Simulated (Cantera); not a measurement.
Cantera run, input and output.

```python
import numpy as np
import cantera as ct

gas = ct.Solution("gri30.yaml")
gas.TPX = 1473, 13332, {'C2H6': 1, 'N2': 3.8}
inlet = ct.Reservoir(gas, clone=True)

reactor = ct.IdealGasConstPressureReactor(gas, energy="off", clone=False)
exhaust = ct.Reservoir(gas, clone=True)
tau = [11, 4, 1.4, 0.5, 0.17, 0.061, 0.022, 0.0076, 0.0027][0]
for a, b in ((inlet, reactor), (reactor, exhaust)):
    ct.MassFlowController(a, b, mdot=lambda t: reactor.mass / tau)
net = ct.ReactorNet([reactor])
show = ['C2H6', 'CH4', 'CH2', 'C2H4', 'C2H']

rows = []
print(f"{'tau/s':>10s}{'T/K':>9s}" + "".join(f"{s:>11s}" for s in show))
for tau in [11, 4, 1.4, 0.5, 0.17, 0.061, 0.022, 0.0076, 0.0027]:
    net.initial_time = 0.0
    net.advance(30 * tau)
    before = gas.X
    net.advance(40 * tau)
    drift = np.max(np.abs(gas.X - before) / (gas.X + 1e-9))
    rows.append([gas.T, *gas[show].X, drift])
    print(f"{tau:10.3e}{gas.T:9.1f}" + "".join(f"{x:11.3e}" for x in gas[show].X))
```

Result:

```
     tau/s      T/K       C2H6        CH4        CH2       C2H4        C2H
 1.100e+01   1473.0  4.285e-05  2.896e-02  6.163e-09  2.061e-03  2.490e-08
 4.000e+00   1473.0  9.437e-05  3.274e-02  1.167e-08  2.398e-03  3.199e-08
 1.400e+00   1473.0  2.124e-04  3.681e-02  2.296e-08  3.188e-03  4.192e-08
 5.000e-01   1473.0  4.757e-04  4.188e-02  4.447e-08  4.879e-03  5.376e-08
 1.700e-01   1473.0  1.132e-03  4.865e-02  8.771e-08  8.736e-03  6.744e-08
 6.100e-02   1473.0  2.642e-03  5.588e-02  1.648e-07  1.629e-02  7.983e-08
 2.200e-02   1473.0  6.292e-03  6.221e-02  3.060e-07  3.002e-02  8.765e-08
 7.600e-03   1473.0  1.592e-02  6.428e-02  5.770e-07  5.123e-02  8.339e-08
 2.700e-03   1473.0  3.895e-02  5.630e-02  1.013e-06  6.971e-02  6.125e-08
```

Detailed kinetics in Cantera: GRI-Mech 3.0 (53 species, 325 reactions). GRI-Mech 3.0 stops at C3 and has no aromatics, soot or wall deposition, so with more carbon than oxygen in the feed, carbon stays in small species such as C2H2 where larger ones or solid carbon would form.
